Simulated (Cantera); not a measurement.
Input: 1 mol CsOH, 0.11 mol H2, held at 1425 °C and 220000 Pa.

Equilibrium computed with Cantera from the NASA thermochemical tables; the gas is ideal and each condensed phase is pure. Candidate condensed phases: Cs, CsOH, H2O; 15 gas species. Kinetics and transport are ignored.

Base state: CsOH 0.757, H2O 0.0982, Cs 0.0980, H2 0.0453, Cs2(OH)2 0.00141, Cs2 0.000111, H 2.07e-5 (mole fractions); condensed: gas only.

Problem. What changes in the equilibrium state with this change: H2 from 0.11 to 4.6 mol?

Solution. 
```json
[
 {"species": "H2", "before": "0.0453", "after": "0.756"},
 {"species": "CsOH", "before": "0.757", "after": "0.1000"},
 {"species": "H2O", "before": "0.0982", "after": "0.0721"},
 {"species": "Cs", "before": "0.0980", "after": "0.0720"},
 {"species": "Cs2(OH)2", "before": "0.00141", "after": "2.45e-5"},
 {"species": "H", "before": "2.07e-5", "after": "8.48e-5"}
]
```
